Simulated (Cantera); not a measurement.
Input: 1 mol CH3SiH3, 0.013 mol C2H2, 120 mol H2, held at 1348.15 K.

These are equilibrium values from Cantera (NASA tables, ideal gas, pure condensed phases), not measurements of a reactor. Candidate condensed phases: C, C6H6, C7H8, C8H18, Si, SiC; 87 gas species. The feed counts by its element totals alone. Rates play no part.

Q: Which condensed phases are stable at each of these points (P (Pa)): 100, 320, 1000, 3200, 10000, 32000, 100000?

A: 
| P (Pa) | condensed phases | Si condensed (%) |
|---|---|---|
| 100 | C(graphite) + SiC(s) | 100.0 |
| 320 | C(graphite) + SiC(s) | 100.0 |
| 1000 | C(graphite) + SiC(s) | 100.0 |
| 3200 | C(graphite) + SiC(s) | 100.0 |
| 10000 | SiC(s) | 100.0 |
| 32000 | SiC(s) | 100.0 |
| 100000 | SiC(s) | 100.0 |

From 0.750 Torr to 24.0 Torr the condensed part is C(graphite) + SiC(s). From 75.0 Torr to 750 Torr the condensed part is SiC(s).
